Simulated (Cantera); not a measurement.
An adiabatic, constant-pressure homogeneous reactor starts with CH₃OH : O₂ : N₂ = 1 : 1.76 : 6.64 (molar parts), equivalence ratio 0.85, at 1550 K and 4.93 atm.

Detailed kinetics in Cantera: GRI-Mech 3.0 (53 species, 325 reactions). GRI-Mech 3.0 was tuned for natural gas; its chemistry of methanol as a main component is partial and can be far from experiment.

Problem. Predict: time of steepest temperature rise; temperature at 5.00 s; equilibrium temperature; x(O₂) at 5.00 s; x(N₂O) at 5.00 s; x(H₂O) at 5.00 s.

Solution. 
```
Quantity                                                             Value
---------------------------------  ---------------------------------------
time of steepest temperature rise                                  37.4 µs
temperature at 5.00 s                                               2789 K
equilibrium temperature                                             2789 K
x(O₂) at 5.00 s                      0.0314 (gas-phase equilibrium 0.0314)
x(N₂O) at 5.00 s                   1.44e-6 (gas-phase equilibrium 1.44e-6)
x(H₂O) at 5.00 s                       0.177 (gas-phase equilibrium 0.177)
```
